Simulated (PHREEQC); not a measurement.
A solution holds 0.058 mol HCl, 5e-05 mol CaCl2 and 0.0049 mol MnSO4 per kg of water, at 25 °C. Closed to the air; pH follows from the charge balance.

The numbers come from PHREEQC with the ion-association model, wateq4f.dat.

This is a speciation only: nothing precipitates in the calculation.

**Question.** Order these Mn species by the share of Mn that they hold, largest first: MnSO4, MnCl+, MnCl2, Mn+2.

**Answer.** Mn+2 (87 %), MnCl+ (8.9 %), MnSO4 (4.0 %), MnCl2 (0.14 %)

**Question.** Order these Ca species by the share of Ca that they hold, largest first: CaSO4, Ca+2, CaHSO4+.

**Answer.** Ca+2 (94 %), CaSO4 (4.7 %), CaHSO4+ (1.6 %)

The pH is 1.34 and the ionic strength 0.0695 mol/kgw.
